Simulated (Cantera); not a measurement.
A freely propagating, adiabatic, planar premixed flame of 9.37 % CH4, 20.6 % O2, 70.0 % N2, equivalence ratio 0.91, unburnt at 525 K and 3750 Torr; mixture-averaged transport, grid criteria slope 0.08 and curve 0.16, no radiation.

Detailed kinetics in Cantera: GRI-Mech 3.0 (53 species, 325 reactions). Burning velocities carry a grid error of a few per cent, more on coarse grids.

### Question
Predict: laminar burning velocity; thermal thickness; peak x(H2); peak x(CO); peak x(HCO).

### Answer
- laminar burning velocity: 63.2 cm/s
- thermal thickness: 0.0984 mm
- peak x(H2): 0.0126
- peak x(CO): 0.0406
- peak x(HCO): 3.13e-5
